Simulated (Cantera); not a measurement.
Pyrogenic steam for wet oxidation

An isothermal, constant-pressure homogeneous reactor starts with H₂ : O₂ : N₂ = 0.78 : 1 : 1.1 (molar parts), equivalence ratio 0.39, at 1075 K and 180 Torr.

Detailed kinetics in Cantera: GRI-Mech 3.0 (53 species, 325 reactions). The temperature is held fixed by assumption; the heat of reaction is taken as removed at once.

```csv
t (s),x H₂,x O₂,x O,x H₂O₂,x H,x H₂O
3.00e-5,0.271,0.347,2.91e-9,7.05e-12,1.22e-8,1.31e-8
0.000196,0.206,0.319,0.00699,2.19e-6,0.0302,0.0501
0.00128,0.00132,0.245,0.000105,4.93e-6,2.20e-5,0.312
0.00838,7.65e-5,0.245,4.49e-6,6.37e-7,2.82e-7,0.313
0.0548,6.55e-7,0.245,2.25e-7,6.63e-8,1.63e-9,0.313
0.358,1.23e-8,0.245,2.47e-8,8.70e-9,4.55e-11,0.313
2.34,1.80e-9,0.245,3.75e-9,1.41e-9,2.91e-12,0.313
15.3,9.17e-10,0.245,1.36e-9,5.34e-10,<1e-12,0.313
100,9.11e-10,0.245,1.33e-9,5.24e-10,<1e-12,0.313
```
x: mole fraction; the columns are a selection and need not sum to one.

Equilibrium at this temperature and pressure: H₂ 9.11e-10, O₂ 0.245, O 1.33e-9, H₂O₂ 5.23e-10, H <1e-12, H₂O 0.313 (gas phase only).
